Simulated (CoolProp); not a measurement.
Vapour-liquid equilibrium of C3F8 (R218) (1) + R134a (2) at 0.144 MPa; x and y are mole fractions of (1).

Values from CoolProp's multi-fluid Helmholtz-energy mixture model, Lemmon 2006 and Tillner-Roth 1994; pair parameters Bell 2016.

```json
[
 {"x": "0.05", "bubble temperature, mixture model (K)": "250.2", "bubble temperature, Raoult's law (K)": "254.4", "y, mixture model": "0.218", "y, Raoult's law": "0.075"},
 {"x": "0.2", "bubble temperature, mixture model (K)": "243.5", "bubble temperature, Raoult's law (K)": "252.7", "y, mixture model": "0.482", "y, Raoult's law": "0.278"},
 {"x": "0.35", "bubble temperature, mixture model (K)": "241.3", "bubble temperature, Raoult's law (K)": "250.9", "y, mixture model": "0.567", "y, Raoult's law": "0.456"},
 {"x": "0.5", "bubble temperature, mixture model (K)": "240.6", "bubble temperature, Raoult's law (K)": "249.3", "y, mixture model": "0.613", "y, Raoult's law": "0.610"},
 {"x": "0.65", "bubble temperature, mixture model (K)": "240.3", "bubble temperature, Raoult's law (K)": "247.8", "y, mixture model": "0.657", "y, Raoult's law": "0.746"},
 {"x": "0.8", "bubble temperature, mixture model (K)": "240.7", "bubble temperature, Raoult's law (K)": "246.3", "y, mixture model": "0.729", "y, Raoult's law": "0.864"},
 {"x": "0.95", "bubble temperature, mixture model (K)": "242.8", "bubble temperature, Raoult's law (K)": "244.9", "y, mixture model": "0.894", "y, Raoult's law": "0.968"}
]
```

The largest gap from Raoult's law is -9.6 K in bubble temperature, at x = 0.35. y crosses x between x = 0.65 and 0.8: the model has an azeotrope there.

The pair parameters rest on a limited set of measurements; away from them the model extrapolates.
